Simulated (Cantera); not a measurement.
Input (Python, Cantera) and output of one run.

```python
import numpy as np
import cantera as ct

gas_names = """
    CL CL2 H HCL H2 Si SiCL SiCL2 SiCL3 SiCL4 SiH SiHCL3 SiH2 SiH2CL2 SiH3 SiH3CL SiH4 Si2 Si3
""".split()
cond_names = """
    Si(cr) Si(L)
""".split()


# ... load() reads the species with a 1 bar reference pressure and builds the phases ...
atoms = {
    'Si': {'Si': 1},
    'HCl': {'H': 1, 'CL': 1},
    'H2': {'H': 2},
}
top_T = {}  # K; cautious upper limits of use, not melting points


# ... equilibrate(T, P, feed) seeds the gas with the atoms and calls Mixture.equilibrate('TP', solver="vcs", rtol=1e-11, max_steps=5000) ...
results = []
feed = {'Si': 1, 'HCl': 0.77, 'H2': 7.1}  # mol
T = 1250  # K
P = 100000  # Pa
mix = equilibrate(T, P, feed)
results.append((T, P, feed, dict(zip(mix.species_names, mix.species_moles))))
x = sorted(zip(gas.X, gas.species_names), reverse=True)
print(f"T = {T:g} K  P = {P:g} Pa  gas = {mix.phase_moles(0):.4g} mol")
print("   x: " + "  ".join(f"{s} {v:.3e}" for v, s in x if v > 1e-06))
print("   condensed (mol): " + ("  ".join(f"{mix.phase(i).name} {mix.phase_moles(i):.4g}"
      for i in range(1, mix.n_phases) if mix.phase_moles(i) > 1e-12) or "none"))
```

Result:

```
T = 1250 K  P = 100000 Pa  gas = 7.738 mol
   x: H2 9.458e-01  HCL 3.331e-02  SiHCL3 7.601e-03  SiCL4 7.522e-03  SiCL2 2.951e-03  SiCL3 1.761e-03  SiH2CL2 1.045e-03  SiH3CL 3.988e-05
   condensed (mol): Si(cr) 0.8381
```

These are equilibrium values from Cantera (NASA tables, ideal gas, pure condensed phases), not measurements of a reactor. The tables' values for SiCl3 are old estimates; treat these amounts as uncertain.
